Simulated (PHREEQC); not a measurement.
Dissolve 0.004 mol NH4Cl, 0.001 mol Na2B4O7 and 0.13 mol LiCl per kg of water at 46 °C. Closed to the air; pH follows from the charge balance.

The numbers come from PHREEQC with the ion-association model, phreeqc.dat.

Each row changes one thing in this solution. No solid was allowed to form.

| case | pH | NH4+ (mol/kgw) | NH3 (mol/kgw) |
|---|---|---|---|
| as made | 8.39 | 0.00288 | 0.00112 |
| temperature from 46 to 65 °C | 8.06 | 0.00261 | 0.00139 |
| Na2B4O7 from 0.001 to 0.0015 mol/kgw | (withheld) | 0.00264 | 0.00136 |
| temperature from 46 to 45 °C | 8.41 | 0.00290 | 0.00110 |
| Na2B4O7 left out | 5.65 | 0.00400 | 2.77e-6 |
| NH4Cl from 0.004 to 0.006 mol/kgw | 8.26 | (withheld) | 0.00131 |

**Question.** Fill in the missing entries.

**Answer.** 
- Na2B4O7 from 0.001 to 0.0015 mol/kgw, pH: 8.52
- NH4Cl from 0.004 to 0.006 mol/kgw, NH4+ (mol/kgw): 0.00468

Away from 25 °C the constants follow the database's enthalpies or fits; those with neither stay at their 25 °C values.
